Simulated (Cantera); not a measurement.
What does this Cantera script print?

```python
import numpy as np
import cantera as ct

gas_names = """
    NO2 CuF2 NF3 F2
""".split()
cond_names = """
    Cu2O(s) Cu2O(L)
""".split()


# ... load() reads the species with a 1 bar reference pressure and builds the phases ...
species = {s.name: s for s in load("nasa_gas.yaml", gas_names) + load("nasa_condensed.yaml", cond_names)}
# Each term lists the table entries of one substance; the one whose range holds T is used.
reactions = {
    '2 NO2(g) + 8 CuF2(g) = 2 NF3(g) + 5 F2(g) + 4 Cu2O':
        [(-2, ['NO2']), (-8, ['CuF2']), (2, ['NF3']), (5, ['F2']), (4, ['Cu2O(s)', 'Cu2O(L)'])],
}


def pick(names, T):
    return next(species[n] for n in names if species[n].thermo.min_temp <= T <= species[n].thermo.max_temp)


results = []
for label, terms in reactions.items():
    print(label)
    print("     T/K   dH/kJ  dS/(J/K)   dG/kJ   log10 K")
    for T in [2250, 2275, 2300, 2325, 2350, 2375, 2400]:
        used = [(nu, pick(names, T)) for nu, names in terms]
        dH = sum(nu * s.thermo.h(T) for nu, s in used) / 1e6
        dS = sum(nu * s.thermo.s(T) for nu, s in used) / 1e3
        dG = dH - T * dS / 1e3
        logK = -dG * 1e6 / (ct.gas_constant * T * np.log(10))
        results.append((label, T, dH, dS, dG, logK, [s.name for _, s in used]))
        print(f"{T:8g} {dH:8.1f} {dS:8.1f} {dG:8.1f} {logK:8.2f}")
```

Result:

```
2 NO2(g) + 8 CuF2(g) = 2 NF3(g) + 5 F2(g) + 4 Cu2O
     T/K   dH/kJ  dS/(J/K)   dG/kJ   log10 K
    2250   1644.4   -314.4   2351.9   -54.60
    2275   1648.7   -312.5   2359.7   -54.18
    2300   1653.0   -310.7   2367.5   -53.77
    2325   1657.2   -308.8   2375.3   -53.36
    2350   1661.5   -307.0   2383.0   -52.97
    2375   1665.7   -305.2   2390.6   -52.58
    2400   1669.9   -303.5   2398.2   -52.19
```

Standard-state values (1 bar) from the NASA 1993 polynomials, evaluated with Cantera. Condensed species are held in their standard states even where they would react or evaporate.
